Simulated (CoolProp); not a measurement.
Vapour-liquid equilibrium of dimethyl ether (1) + n-pentane (2) at 345 K; x and y are mole fractions of (1).

Values from CoolProp's multi-fluid Helmholtz-energy mixture model, Wu 2011 and Thol 2019; pair parameters Bell 2016.

**Question.** Give the bubble pressure and the first vapour's composition at x = 0.05, 0.45, 0.55. Is there an azeotrope?

**Answer.** x = 0.05: 347.1 kPa, y = 0.172; x = 0.45: 1046 kPa, y = 0.818; x = 0.55: 1219 kPa, y = 0.863. No azeotrope shows between x = 0.05 and 0.95.

The pair parameters rest on a limited set of measurements; away from them the model extrapolates. The gap from Raoult's law changes sign with composition, which may be real or a fault of the pair parameters; it wasn't checked against measurements.
